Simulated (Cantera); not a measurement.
Input: 1 mol Al(CH3)3, 2 mol O2, 3.2 mol N2, at 1100 °C and 10.0 Torr.

These are equilibrium values from Cantera (NASA tables, ideal gas, pure condensed phases), not measurements of a reactor. The feed counts by its element totals alone. Rates play no part.

```
species             before    after
----------------  --------  -------
N2                   0.314    0.299
H2                   0.441    0.230
CO                   0.245    0.200
H2O                6.74e-6    0.191
CO2                1.82e-6   0.0804
HCN               0.000148  1.57e-9
CH4                1.30e-5    <1e-9
H                  1.92e-5  1.39e-5
Al2O3(s), mol        0.500    0.500
C(graphite), mol     0.498        0
```
Gas species are given as mole fractions.

### Question
What was changed between the two runs?
(A) temperature from 1100 °C to 1777 °C
(B) temperature from 1100 °C to 1625 °C
(C) pressure from 10.0 Torr to 0.428 Torr
(D) O2 from 2 to 3.7 mol

### Answer
D, O2 from 2 to 3.7 mol
